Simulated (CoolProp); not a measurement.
Vapour-liquid equilibrium of propane (1) + R114 (2) at 309.2 K; x and y are mole fractions of (1).

Computed with CoolProp (multi-fluid Helmholtz-energy mixture model, Lemmon 2009 and Platzer 1990; pair parameters Bell 2016). This equation is an older, rougher fit; its heat capacities, sound speeds and derivatives of the liquid may be far off and weren't checked against measurements.

| x | bubble pressure (kPa) | y at the bubble point | dew pressure at overall composition x (kPa) | liquid density (mol/L) |
|---|---|---|---|---|
| 0.05 | 364.6 | 0.197 | 315.4 | 8.401 |
| 0.15 | 481.2 | 0.432 | 347.3 | 8.592 |
| 0.25 | 587.1 | 0.569 | 386.0 | 8.792 |
| 0.35 | 684.3 | 0.663 | 433.6 | 9.001 |
| 0.45 | 775.3 | (withheld) | 493.4 | 9.222 |
| 0.55 | 862.0 | 0.791 | (withheld) | 9.456 |
| 0.65 | 946.6 | 0.841 | 669.6 | 9.705 |
| 0.75 | 1031 | (withheld) | 799.1 | (withheld) |
| 0.85 | (withheld) | 0.932 | 961.9 | 10.27 |
| 0.95 | 1204 | 0.977 | 1150 | 10.58 |

Task: Fill in the missing entries.

Result: 
- 0.45, y at the bubble point: 0.733
- 0.55, dew pressure at overall composition x (kPa): 570.0
- 0.75, y at the bubble point: 0.888
- 0.75, liquid density (mol/L): 9.974
- 0.85, bubble pressure (kPa): 1116

No azeotrope shows between x = 0.05 and 0.95.

The pair parameters rest on a limited set of measurements; away from them the model extrapolates.
